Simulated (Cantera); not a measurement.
A Cantera script and its output.

```python
import numpy as np
import cantera as ct

gas = ct.Solution("gri30.yaml")


def delay(T, t_max=10):
    gas.TPX = T, 2500000, {'CH4': 1, 'H2': 0.59, 'O2': 1.43, 'N2': 7.46}
    reactor = ct.IdealGasReactor(gas, clone=False)
    net = ct.ReactorNet([reactor])
    net.rtol, net.atol = 1e-8, 1e-16
    while net.time < t_max:
        t_old, T_old = net.time, reactor.T
        net.step()
        if reactor.T > T + 400:  # ignition: a rise of 400 K
            return t_old + (T + 400 - T_old) / (reactor.T - T_old) * (net.time - t_old)
    return np.nan


taus = []
for T in [1323, 1373, 1423, 1473, 1523, 1573, 1623, 1673, 1723, 1773]:
    taus.append(delay(T))
    print(f"T0 = {T:6g} K   tau = {taus[-1]:.4e} s")
```

Result:

```
T0 =   1323 K   tau = 6.4277e-05 s
T0 =   1373 K   tau = 4.5056e-05 s
T0 =   1423 K   tau = 3.2760e-05 s
T0 =   1473 K   tau = 2.4318e-05 s
T0 =   1523 K   tau = 1.8262e-05 s
T0 =   1573 K   tau = 1.3808e-05 s
T0 =   1623 K   tau = 1.0489e-05 s
T0 =   1673 K   tau = 8.0013e-06 s
T0 =   1723 K   tau = 6.1304e-06 s
T0 =   1773 K   tau = 4.7211e-06 s
```

Computed with Cantera and GRI-Mech 3.0 (53 species, 325 reactions). The pressure lies above the range GRI-Mech 3.0 was tuned for (to about 10 atm).
